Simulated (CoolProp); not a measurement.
R227EA at 293.15 K and 0.14 MPa is throttled through a valve to 0.0467 MPa with no heat exchange. Each further row changes one setting.

Computed with CoolProp (reference Helmholtz-energy equation of state, Lemmon 2016).

| case | temperature change (K) | final density (kg/m³) |
|---|---|---|
| as stated | -1.8 | 3.32 |
| outlet pressure 0.014 MPa | -2.5 | 0.989 |
| outlet pressure 0.0607 MPa | -1.6 | 4.33 |
